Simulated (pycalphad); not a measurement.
CALPHAD calculation (pycalphad, COST 507 light-alloy database (1999)), 1 atm. The data set is of 1999 and partly superseded.

### Question
Which phases does Li-16 at.% Mg hold at 537 K, with what compositions and amounts?

### Answer
LIQUID with 12.2 at.% Mg and BCC_A2 with 22.2 at.% Mg. The lever rule gives (16 − 12.2)/(22.2 − 12.2) = 0.38 of BCC_A2 and 0.62 of LIQUID.

### Question
Which phases does Li-79 at.% Mg hold at 857 K, with what compositions and amounts?

### Answer
BCC_A2 with 75.9 at.% Mg and HCP_A3 with 83.4 at.% Mg. The lever rule gives (79 − 75.9)/(83.4 − 75.9) = 0.42 of HCP_A3 and 0.58 of BCC_A2.

### Question
Which phases does Li-29 at.% Mg hold at 603 K, with what compositions and amounts?

### Answer
LIQUID with 20.8 at.% Mg and BCC_A2 with 32.2 at.% Mg. The lever rule gives (29 − 20.8)/(32.2 − 20.8) = 0.72 of BCC_A2 and 0.28 of LIQUID.

### Question
Which phases does Li-78 at.% Mg hold at 523 K, with what compositions and amounts?

### Answer
BCC_A2 with 70.2 at.% Mg and HCP_A3 with 82.3 at.% Mg. The lever rule gives (78 − 70.2)/(82.3 − 70.2) = 0.64 of HCP_A3 and 0.36 of BCC_A2.

BCC_A2 is bcc; HCP_A3 is hcp.
